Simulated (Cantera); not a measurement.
What does this Cantera script print?

```python
import numpy as np
import cantera as ct

gas = ct.Solution("gri30.yaml")
gas.TPX = 550, 100000, {'CO': 1, 'H2': 0.19, 'CH4': 1, 'O2': 2.16, 'N2': 8.65, 'H2O': 3.8}
flame = ct.FreeFlame(gas, width=0.04)
flame.set_refine_criteria(ratio=3, slope=0.08, curve=0.16)
flame.transport_model = "mixture-averaged"
flame.solve(loglevel=0, auto=True)
z, T = flame.grid, flame.T
thick = (T[-1] - T[0]) / np.gradient(T, z).max()
show = ['CO', 'H2', 'CH4', 'H', 'CH3', 'NO2']
print(f"laminar burning velocity  {flame.velocity[0] * 100:.3f} cm/s")
print(f"burnt temperature         {T[-1]:.1f} K")
print(f"thermal thickness         {thick * 1e3:.4f} mm")
print(f"grid points               {len(z)}")
z0 = z[flame.heat_release_rate.argmax()]
print(f"{'z/mm':>9s}{'T/K':>9s}{'u/(m/s)':>9s}" + "".join(f"{s:>11s}" for s in show))
rows = []
for k in (-3, -2, -1.5, -1, -0.5, -0.25, 0, 0.25, 0.5, 1, 2, 4, 8):
    zz = z0 + k * thick
    rows.append([k * thick, np.interp(zz, z, T), np.interp(zz, z, flame.velocity),
                 *(np.interp(zz, z, flame.X[gas.species_index(s)]) for s in show)])
    print(f"{rows[-1][0] * 1e3:9.3f}{rows[-1][1]:9.1f}{rows[-1][2]:9.3f}" + "".join(f"{x:11.3e}" for x in rows[-1][3:]))
```

It prints:

```
laminar burning velocity  51.532 cm/s
burnt temperature         1932.9 K
thermal thickness         0.6251 mm
grid points               134
     z/mm      T/K  u/(m/s)         CO         H2        CH4          H        CH3        NO2
   -1.875    550.4    0.516  5.946e-02  1.231e-02  5.944e-02  4.256e-14  7.934e-10  2.396e-10
   -1.250    555.2    0.522  5.936e-02  1.395e-02  5.910e-02  8.516e-12  1.170e-08  4.294e-09
   -0.938    569.1    0.536  5.926e-02  1.570e-02  5.835e-02  1.858e-10  6.339e-08  1.840e-08
   -0.625    642.5    0.608  5.927e-02  1.885e-02  5.486e-02  3.354e-08  1.246e-06  9.830e-08
   -0.313    987.9    0.941  6.085e-02  2.372e-02  3.840e-02  3.027e-05  1.166e-04  1.146e-07
   -0.156   1311.7    1.253  6.288e-02  2.634e-02  2.135e-02  3.192e-04  7.180e-04  2.046e-08
    0.000   1610.7    1.536  6.109e-02  2.730e-02  5.139e-03  1.965e-03  9.930e-04  2.472e-09
    0.156   1740.7    1.647  4.926e-02  2.575e-02  3.650e-04  4.299e-03  1.416e-04  8.158e-10
    0.313   1786.1    1.679  3.873e-02  2.545e-02  1.511e-05  4.981e-03  7.327e-06  6.819e-10
    0.625   1830.9    1.712  3.114e-02  2.601e-02  4.181e-08  4.320e-03  2.488e-08  5.966e-10
    1.250   1872.0    1.746  2.900e-02  2.566e-02  6.405e-12  2.973e-03  4.802e-12  4.996e-10
    2.500   1902.8    1.772  2.864e-02  2.494e-02  2.553e-14  1.776e-03  2.672e-14  3.807e-10
    5.001   1920.8    1.786  2.850e-02  2.450e-02  2.580e-14  9.714e-04  1.735e-14  2.688e-10
```

Cantera simulation using GRI-Mech 3.0 (53 species, 325 reactions); the numbers are that mechanism's predictions, not measurements. Burning velocities carry a grid error of a few per cent, more on coarse grids.
